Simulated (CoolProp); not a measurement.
The numbers come from the reference Helmholtz-energy equation of state, Lemmon 2013 in CoolProp.

### Question
Give the vapour pressure (MPa), enthalpy of vaporisation (kJ/kg), surface tension (mN/m), vapour viscosity (µPa s) of saturated propylene at 18.95, 25.55, 32.25 °C.

### Answer
```
T (°C)  p (MPa)  enthalpy of vaporisation (kJ/kg)  surface tension (mN/m)  vapour viscosity (µPa s)
------  -------  --------------------------------  ----------------------  ------------------------
18.95     0.990                               346                    7.72                      8.60
25.55      1.17                               334                    6.89                      8.93
32.25      1.38                               320                    6.06                      9.30
```

Viscosity comes from a separate model (Huber 2003), an estimate that may be off by 10 % or more. Surface tension comes from a separate correlation (Mulero 2012).
